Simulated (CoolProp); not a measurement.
Ethanol along the isotherm 346.85 °C: density (kg/m³) from the reference equation and from simpler models built on Tc = 241.6 °C, pc = 62.68 bar, ω = 0.644; each cubic takes its own stable root.

The numbers come from the reference Helmholtz-energy equation of state, Schroeder 2014 in CoolProp.

| p (bar) | phase | reference | van der Waals | Soave-Redlich-Kwong |
|---|---|---|---|---|
| 9.4 | gas | 8.558 | 8.648 | 8.590 |
| 18.8 | gas | 17.45 | 17.84 | 17.57 |
| 28.2 | gas | 26.71 | 27.68 | 26.98 |
| 37.6 | gas | 36.38 | 38.29 | 36.83 |
| 47 | gas | 46.51 | 49.82 | 47.14 |
| 56.4 | gas | 57.17 | 62.49 | 57.94 |
| 65.8 | supercritical | 68.44 | 76.59 | 69.23 |
| 75.2 | supercritical | 80.41 | 92.47 | 81.00 |
| 84.6 | supercritical | 93.21 | 110.6 | 93.22 |
| 94 | supercritical | 107.0 | 131.3 | 105.9 |
